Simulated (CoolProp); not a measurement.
Nitrous oxide along the isotherm 2.75 °C: fugacity coefficient from the reference equation and from simpler models built on Tc = 36.4 °C, pc = 7245 kPa, ω = 0.161; each cubic takes its own stable root.

The numbers come from the reference Helmholtz-energy equation of state, Lemmon 2006 in CoolProp. It is a short technical equation, of lower accuracy than the large ones.

```json
[
 {"p (kPa)": "158", "phase": "gas", "reference": "0.9892"},
 {"p (kPa)": "325", "phase": "gas", "reference": "0.9778"},
 {"p (kPa)": "667", "phase": "gas", "reference": "0.9545"},
 {"p (kPa)": "1370", "phase": "gas", "reference": "0.9070"},
 {"p (kPa)": "2810", "phase": "gas", "reference": "0.8094"},
 {"p (kPa)": "5770", "phase": "liquid", "reference": "0.4717"},
 {"p (kPa)": "11900", "phase": "liquid", "reference": "0.2595"},
 {"p (kPa)": "24300", "phase": "liquid", "reference": "0.1622"},
 {"p (kPa)": "50000", "phase": "liquid", "reference": "0.1269"}
]
```

How far does each simpler model (van der Waals, Redlich-Kwong, Soave-Redlich-Kwong, Peng-Robinson) lie from the reference over these 9 states: mean and median of the absolute difference, and the worst?


- van der Waals: mean 24.9 %, median 4.9 %, worst +90.7 % at 2.75 °C and 50000 kPa
- Redlich-Kwong: mean 5.7 %, median 1.3 %, worst +17.1 % at 2.75 °C and 50000 kPa
- Soave-Redlich-Kwong: mean 2.5 %, median 0.6 %, worst +9.1 % at 2.75 °C and 50000 kPa
- Peng-Robinson: mean 1.1 %, median 0.9 %, worst -4.3 % at 2.75 °C and 50000 kPa
